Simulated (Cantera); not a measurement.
## Ignition delay

Mixture: 4.70 % CH₄, 20.0 % O₂, 75.3 % N₂, at 54000 Pa, adiabatic and at constant volume. Ignition delay is the time to a rise of 400 K.

Detailed kinetics in Cantera: GRI-Mech 3.0 (53 species, 325 reactions).

```
T0 (K)  delay (ms)
------  ----------
1123           163
1223          35.4
1323          9.32
1423          3.03
1523          1.20
1623         0.561
1723         0.291
```

```
Property                                                Result
--------------------------------------------------  ----------
apparent activation energy between 1523 and 1723 K  150 kJ/mol
```
